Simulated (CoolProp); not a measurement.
Ethane along the isobar 18.3 bar: Z from the reference equation and from simpler models built on Tc = 32.2 °C, pc = 48.72 bar, ω = 0.099; each cubic takes its own stable root.

Model: reference Helmholtz-energy equation of state, Bücker 2006, in CoolProp.

```tsv
T (°C)	phase	reference
-120.55	liquid	0.07434
-106.75	liquid	0.07010
-92.95	liquid	0.06667
-79.15	liquid	0.06392
-65.35	liquid	0.06178
-51.55	liquid	0.06020
-37.75	liquid	0.05919
-23.95	liquid	0.05886
3.65	gas	0.7951
17.45	gas	0.8309
31.25	gas	0.8579
45.05	gas	0.8790
58.85	gas	0.8960
72.65	gas	0.9100
86.45	gas	0.9216
```

Problem. How far does each simpler model (van der Waals, Redlich-Kwong, Soave-Redlich-Kwong) lie from the reference over these 15 states: mean and median of the absolute difference, and the worst?

Solution. 
- van der Waals: mean 106.4 %, median 52.6 %, worst +1212.6 % at -23.95 °C and 18.3 bar
- Redlich-Kwong: mean 3.1 %, median 3.6 %, worst +9.5 % at -23.95 °C and 18.3 bar
- Soave-Redlich-Kwong: mean 2.6 %, median 3.6 %, worst +7.8 % at -23.95 °C and 18.3 bar

At some of these states van der Waals gives the other phase, because its saturation line lies elsewhere.
